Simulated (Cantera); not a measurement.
Input (Python, Cantera):

```python
import numpy as np
import cantera as ct

gas = ct.Solution("gri30.yaml")
gas.TPX = 1000, 200000, {'CH4': 1, 'O2': 1, 'N2': 6.4, 'CO2': 0.88}
reactor = ct.IdealGasReactor(gas, energy="on", clone=False)
net = ct.ReactorNet([reactor])
net.rtol, net.atol = 1e-08, 1e-16
show = ['CH4', 'O2', 'CO2', 'C2H2', 'C2H6']
times = np.geomspace(8e-06, 4, 11)

steps = ct.SolutionArray(gas, extra=["t"])
rows = []
print(f"{'t/s':>10s}{'T/K':>9s}{'P/Pa':>11s}" + "".join(f"{s:>11s}" for s in show))
for t in times:
    while net.time < t:
        t_next = net.step()
        steps.append(gas.state, t=t_next)
    rows.append([np.interp(t, steps.t, y) for y in (steps.T, steps.P, *steps(*show).X.T)])
    print(f"{t:10.3e}{rows[-1][0]:9.1f}{rows[-1][1]:11.4g}" + "".join(f"{x:11.3e}" for x in rows[-1][2:]))
rate = np.gradient(steps.T, steps.t)
print("integrator steps:", len(steps.t))
if steps.T.max() > steps.T[0] + 200:
    print(f"time of steepest temperature rise: {steps.t[rate.argmax()]:.4e} s")
gas.TPX = 1000, 200000, {'CH4': 1, 'O2': 1, 'N2': 6.4, 'CO2': 0.88}
gas.equilibrate("UV")
print(f"equilibrium (UV): T = {gas.T:.1f} K  " + "  ".join(f"{s} {gas[s].X[0]:.3e}" for s in show))
```

Result:

```
       t/s      T/K       P/Pa        CH4         O2        CO2       C2H2       C2H6
 8.000e-06   1000.0      2e+05  1.078e-01  1.078e-01  9.483e-02  3.917e-31  5.425e-18
 2.972e-05   1000.0      2e+05  1.078e-01  1.078e-01  9.483e-02  1.332e-28  2.752e-16
 1.104e-04   1000.0      2e+05  1.078e-01  1.078e-01  9.483e-02  3.859e-26  1.477e-14
 4.100e-04   1000.0      2e+05  1.078e-01  1.078e-01  9.483e-02  9.321e-24  7.565e-13
 1.523e-03   1000.0      2e+05  1.078e-01  1.078e-01  9.483e-02  3.857e-21  4.536e-11
 5.657e-03   1000.0      2e+05  1.078e-01  1.078e-01  9.483e-02  4.320e-18  4.105e-09
 2.101e-02   1000.0      2e+05  1.078e-01  1.078e-01  9.483e-02  4.488e-15  2.559e-07
 7.805e-02   1000.1      2e+05  1.077e-01  1.078e-01  9.483e-02  2.598e-13  1.984e-06
 2.899e-01   1000.4  2.001e+05  1.077e-01  1.077e-01  9.483e-02  1.338e-11  1.289e-05
 1.077e+00   1010.4  2.021e+05  1.063e-01  1.066e-01  9.481e-02  1.197e-08  2.558e-04
 4.000e+00   1902.0  4.214e+05  4.862e-10  1.473e-08  5.618e-02  5.957e-14  4.186e-20
integrator steps: 2832
time of steepest temperature rise: 1.3427e+00 s
equilibrium (UV): T = 1902.0 K  CH4 5.371e-10  O2 1.473e-08  CO2 5.618e-02  C2H2 6.547e-14  C2H6 4.973e-20
```

Computed with Cantera and GRI-Mech 3.0 (53 species, 325 reactions).
